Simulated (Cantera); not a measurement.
Input: 1 mol PbF2, 45 mol H2, held at 1.00 bar.

Method: chemical equilibrium by Gibbs-energy minimisation in Cantera with the NASA 1993 tables (ideal gas, pure condensed phases). Candidate condensed phases: Pb, PbF2; 16 gas species. Equilibrium is a limit: real reactors are often held back by kinetics, nucleation or transport. All values below are at 2000 °C.

Base state: H2 0.928, HF 0.0424, Pb 0.0212, H 0.00809, PbF 2.06e-5 (mole fractions); condensed: gas only.

**Question.** What changes in the equilibrium state with this change: H2 from 45 to 0.3 mol?

**Answer.** 
```csv
species,before,after
HF,0.0424,0.375
PbF2,4.57e-8,0.335
PbF,2.06e-5,0.140
H2,0.928,6.24e-5
PbF4,<1e-9,0.0160
Pb,0.0212,0.134
F,4.03e-7,0.000435
H,0.00809,6.64e-5
Pb2,1.35e-6,5.39e-5
```
